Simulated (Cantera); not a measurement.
# Reactions in the system N-O-P

Cantera with NASA thermochemical tables; ideal gases at 1 bar, condensed phases pure. Values are per mole of reaction as written; species without (g) are pure solids or liquids, kept so even where they would boil at 1 bar.

P₄O₁₀(g) + 10 N(g) = 10 NO(g) + P₄(g)

```csv
T (K),ΔH° (kJ),ΔS° (J/K),ΔG° (kJ),log10 K
448,-859.2,428.9,-1051.3,122.58
473,-861.1,424.9,-1062.0,117.28
498,-863.0,420.8,-1072.6,112.50
523,-865.0,416.8,-1083.1,108.17
548,-867.2,412.9,-1093.4,104.22
573,-869.3,409.1,-1103.7,100.61
598,-871.5,405.3,-1113.9,97.29
623,-873.8,401.6,-1124.0,94.24
648,-876.0,398.0,-1134.0,91.41
```

P₄O₁₀(g) = 10 O(g) + P₄(g)

```csv
T (K),ΔH° (kJ),ΔS° (J/K),ΔG° (kJ),log10 K
448,5465.3,1515.8,4786.2,-558.03
473,5466.4,1518.2,4748.3,-524.35
498,5467.3,1520.2,4710.3,-494.05
523,5468.1,1521.8,4672.2,-466.63
548,5468.9,1523.1,4634.2,-441.72
573,5469.4,1524.2,4596.1,-418.97
598,5469.9,1525.0,4558.0,-398.13
623,5470.4,1525.7,4519.9,-378.95
648,5470.7,1526.2,4481.7,-361.26
```

5 N₂(g) + 2 P₄O₁₀ = 10 NO₂(g) + 4 P₂(g)

```tsv
T (K)	ΔH° (kJ)	ΔS° (J/K)	ΔG° (kJ)	log10 K
448	6919.8	1814.1	6107.0	-712.04
473	6915.9	1805.7	6061.8	-669.40
498	6911.7	1797.1	6016.7	-631.08
523	6907.2	1788.4	5971.9	-596.43
548	6902.5	1779.6	5927.3	-564.97
573	6897.5	1770.7	5882.9	-536.28
598	6892.3	1761.7	5838.8	-510.00
623	6886.8	1752.7	5794.9	-485.85
648	6881.0	1743.6	5751.2	-463.59
```

P₄(g) + 10 NO(g) = P₄O₁₀ + 5 N₂(g)

```tsv
T (K)	ΔH° (kJ)	ΔS° (J/K)	ΔG° (kJ)	log10 K
448	-3978.2	-1192.3	-3444.1	401.56
473	-3976.9	-1189.3	-3414.3	377.04
498	-3975.3	-1186.1	-3384.6	355.00
523	-3973.6	-1182.7	-3355.0	335.07
548	-3971.6	-1179.1	-3325.5	316.98
573	-3969.5	-1175.3	-3296.1	300.46
598	-3967.2	-1171.4	-3266.7	285.34
623	-3964.8	-1167.3	-3237.5	271.44
648	-3962.1	-1163.2	-3208.4	258.62
```
